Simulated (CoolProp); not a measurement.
R236EA along the isotherm 129.05 °C: Z from the reference equation and from simpler models built on Tc = 139.3 °C, pc = 3.414 MPa, ω = 0.368; each cubic takes its own stable root.

Model: reference Helmholtz-energy equation of state, Rui 2013, in CoolProp.

```tsv
p (MPa)	phase	reference
0.122	gas	0.9864
0.244	gas	0.9725
0.366	gas	0.9584
0.488	gas	0.9440
0.61	gas	0.9292
0.732	gas	0.9141
0.853	gas	0.8988
0.975	gas	0.8829
1.1	gas	0.8662
1.22	gas	0.8496
1.34	gas	0.8325
1.46	gas	0.8148
1.58	gas	0.7964
1.71	gas	0.7755
```

How far does each simpler model (van der Waals, Peng-Robinson) lie from the reference over these 14 states: mean and median of the absolute difference, and the worst?


- van der Waals: mean 2.2 %, median 2.0 %, worst +4.7 % at 129.05 °C and 1.71 MPa
- Peng-Robinson: mean 0.9 %, median 0.9 %, worst -1.7 % at 129.05 °C and 1.71 MPa
